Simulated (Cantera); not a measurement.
# Low-pressure radical oxidation in H2/O2

An isothermal, constant-pressure homogeneous reactor starts with 7.89 % H₂, 26.3 % O₂, 65.8 % N₂, equivalence ratio 0.15, at 1373 K and 360 Pa.

Detailed kinetics in Cantera: GRI-Mech 3.0 (53 species, 325 reactions). Radical loss at walls, strong at low pressure, is not modelled. The temperature is held fixed by assumption; the heat of reaction is taken as removed at once.

```tsv
t (s)	x H₂	x O₂	x OH	x NO₂	x H₂O₂
3.00e-6	0.0789	0.263	1.37e-12	<1e-12	<1e-12
1.82e-5	0.0789	0.263	4.74e-11	<1e-12	<1e-12
0.000110	0.0789	0.263	1.39e-9	<1e-12	3.54e-12
0.000667	0.0789	0.263	3.48e-8	<1e-12	1.25e-10
0.00404	0.0781	0.263	0.000175	<1e-12	3.28e-9
0.0245	0.00433	0.214	0.00612	<1e-12	1.60e-8
0.148	0.00406	0.216	0.00594	3.18e-12	1.64e-8
0.899	0.00262	0.223	0.00484	1.64e-11	1.71e-8
5.45	0.000296	0.231	0.00166	1.11e-10	8.42e-9
33.0	1.06e-5	0.233	0.000315	6.60e-10	1.20e-9
200	1.10e-6	0.233	0.000101	2.94e-9	2.54e-10
```
x: mole fraction; the columns are a selection and need not sum to one.

Equilibrium at this temperature and pressure: H₂ 8.47e-7, O₂ 0.233, OH 8.90e-5, NO₂ 3.15e-7, H₂O₂ 2.21e-10 (gas phase only).
